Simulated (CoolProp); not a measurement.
n-perfluorohexane along the isobar 8.87 bar: Z from the reference equation and from simpler models built on Tc = 448.0 K, pc = 17.42 bar, ω = 0.497; each cubic takes its own stable root.

The numbers come from the reference Helmholtz-energy equation of state, Gao 2022 in CoolProp.

```tsv
T (K)	phase	reference
333	liquid	0.06876
343.7	liquid	0.06812
354.3	liquid	0.06768
364.9	liquid	0.06745
375.6	liquid	0.06746
386.2	liquid	0.06779
396.8	liquid	0.06855
407.5	liquid	0.06999
418.1	gas	0.6992
428.7	gas	0.7385
439.4	gas	0.7695
450	gas	0.7947
```

Task: How far does each simpler model (van der Waals, Redlich-Kwong, Soave-Redlich-Kwong, Peng-Robinson) lie from the reference over these 12 states: mean and median of the absolute difference, and the worst?

Result: 
- van der Waals: mean 278.0 %, median 80.0 %, worst +985.3 % at 407.5 K and 8.87 bar
- Redlich-Kwong: mean 94.2 %, median 26.5 %, worst +913.4 % at 407.5 K and 8.87 bar
- Soave-Redlich-Kwong: mean 13.2 %, median 16.4 %, worst +24.8 % at 407.5 K and 8.87 bar
- Peng-Robinson: mean 3.6 %, median 2.8 %, worst +10.2 % at 407.5 K and 8.87 bar

At some of these states van der Waals, Redlich-Kwong gives the other phase, because its saturation line lies elsewhere.
